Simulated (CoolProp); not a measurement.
Saturation properties of C2F6 (R116) (Tc = 19.9 °C, pc = 3.048 MPa, ω = 0.257).

Model: reference Helmholtz-energy equation of state, Lemmon 2006, in CoolProp. It is a short technical equation, of lower accuracy than the large ones.

```tsv
T (°C)	p (MPa)	liquid density (kg/m³)	enthalpy of vaporisation (kJ/kg)	liquid cp (kJ/(kg K))	vapour Z	surface tension (mN/m)
-91.75	0.04558	1664	122.6	0.9101	0.9745	?
-87.35	0.05985	1645	120.9	0.9198	0.9690	12.3
-82.95	0.07744	?	119.0	0.9300	0.9627	11.7
-78.55	0.09885	1607	117.2	0.9407	0.9557	?
-74.15	0.1246	1587	115.3	0.9519	0.9478	10.5
-69.75	0.1553	1567	113.3	0.9637	0.9390	9.92
-65.35	0.1916	1547	111.2	0.9761	0.9293	9.33
-60.95	0.2339	1526	109.1	0.9892	0.9187	8.75
-56.55	0.2831	1505	?	1.003	0.9070	8.17
-52.15	0.3397	1483	104.5	1.018	0.8944	7.60
-47.75	0.4044	1460	102.1	?	0.8806	7.03
-43.35	0.4779	1437	99.58	1.051	0.8657	6.48
-38.95	0.5610	1412	96.92	1.070	0.8495	5.93
-34.55	0.6545	1387	?	1.091	?	5.39
-30.15	0.7590	1361	91.12	1.114	0.8133	4.85
```

Task: Fill in the missing entries.

Result: 
- -91.75, surface tension (mN/m): 12.9
- -82.95, liquid density (kg/m³): 1626
- -78.55, surface tension (mN/m): 11.1
- -56.55, enthalpy of vaporisation (kJ/kg): 106.9
- -47.75, liquid cp (kJ/(kg K)): 1.034
- -34.55, enthalpy of vaporisation (kJ/kg): 94.10
- -34.55, vapour Z: 0.8321

It boils at -78.1 °C under 1 atm.

Surface tension comes from a separate correlation (Mulero 2012).
